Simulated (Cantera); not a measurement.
## Thermodynamics of silicon carbide growth, feed (CH3)2SiCl2 + HCl + H2

Charge: 1 mol (CH3)2SiCl2, 0.023 mol HCl, 320 mol H2, held at 1327 °C.

Equilibrium computed with Cantera from the NASA thermochemical tables; the gas is ideal and each condensed phase is pure. Candidate condensed phases: C, C6H6, C7H8, C8H18, Si, SiC; 109 gas species. The feed counts by its element totals alone. Equilibrium is a limit: real reactors are often held back by kinetics, nucleation or transport.

```json
[
 {"P (Pa)": "100", "x H2": "0.992", "x HCl": "0.00623", "x H": "0.00171", "x CH4": "1.61e-6", "x C2H2 (acetylene)": "2.73e-5", "x Cl": "8.50e-6", "n C(graphite)": "0.983", "n SiC(s)": "0.999"},
 {"P (Pa)": "220", "x H2": "0.993", "x HCl": "0.00623", "x H": "0.00115", "x CH4": "3.54e-6", "x C2H2 (acetylene)": "2.73e-5", "x Cl": "5.73e-6", "n C(graphite)": "0.982", "n SiC(s)": "0.999"},
 {"P (Pa)": "460", "x H2": "0.993", "x HCl": "0.00623", "x H": "0.000799", "x CH4": "7.40e-6", "x C2H2 (acetylene)": "2.73e-5", "x Cl": "3.97e-6", "n C(graphite)": "0.980", "n SiC(s)": "0.999"},
 {"P (Pa)": "1000", "x H2": "0.993", "x HCl": "0.00624", "x H": "0.000542", "x CH4": "1.61e-5", "x C2H2 (acetylene)": "2.73e-5", "x Cl": "2.69e-6", "n C(graphite)": "0.978", "n SiC(s)": "0.999"},
 {"P (Pa)": "2200", "x H2": "0.993", "x HCl": "0.00624", "x H": "0.000365", "x CH4": "3.54e-5", "x C2H2 (acetylene)": "2.73e-5", "x Cl": "1.81e-6", "n C(graphite)": "0.971", "n SiC(s)": "0.999"},
 {"P (Pa)": "4600", "x H2": "0.993", "x HCl": "0.00624", "x H": "0.000253", "x CH4": "7.41e-5", "x C2H2 (acetylene)": "2.73e-5", "x Cl": "1.26e-6", "n C(graphite)": "0.959", "n SiC(s)": "1.000"},
 {"P (Pa)": "10000", "x H2": "0.993", "x HCl": "0.00624", "x H": "0.000171", "x CH4": "0.000161", "x C2H2 (acetylene)": "2.73e-5", "x Cl": "8.51e-7", "n C(graphite)": "0.930", "n SiC(s)": "1.000"},
 {"P (Pa)": "22000", "x H2": "0.993", "x HCl": "0.00624", "x H": "0.000116", "x CH4": "0.000354", "x C2H2 (acetylene)": "2.73e-5", "x Cl": "5.74e-7", "n C(graphite)": "0.867", "n SiC(s)": "1.000"},
 {"P (Pa)": "46000", "x H2": "0.993", "x HCl": "0.00624", "x H": "7.99e-5", "x CH4": "0.000740", "x C2H2 (acetylene)": "2.73e-5", "x Cl": "3.97e-7", "n C(graphite)": "0.742", "n SiC(s)": "1.000"},
 {"P (Pa)": "100000", "x H2": "0.992", "x HCl": "0.00625", "x H": "5.42e-5", "x CH4": "0.00161", "x C2H2 (acetylene)": "2.73e-5", "x Cl": "2.70e-7", "n C(graphite)": "0.461", "n SiC(s)": "0.999"}
]
```
x: gas mole fraction; n: condensed amount in mol.

From 100 Pa to 100000 Pa the condensed part is C(graphite) + SiC(s). The main Si-bearing gas is SiCl2 throughout.
